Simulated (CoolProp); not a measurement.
Vapour-liquid equilibrium of R22 (1) + n-hexane (2) at 13.95 °C; x and y are mole fractions of (1).

Values from CoolProp's multi-fluid Helmholtz-energy mixture model, Kamei 1995 and Thol 2019; pair parameters Bell 2016.

**Question.** Give the bubble pressure and the first vapour's composition at x = 0.05, 0.15, 0.75. Is there an azeotrope?

**Answer.** x = 0.05: 0.06872 MPa, y = 0.826; x = 0.15: 0.1759 MPa, y = 0.935; x = 0.75: 0.5910 MPa, y = 0.989. No azeotrope shows between x = 0.05 and 0.95.

Pair parameters are fitted to limited data, so mixtures are less certain than the pure fluids. The gap from Raoult's law changes sign with composition, which may be real or a fault of the pair parameters; it wasn't checked against measurements.
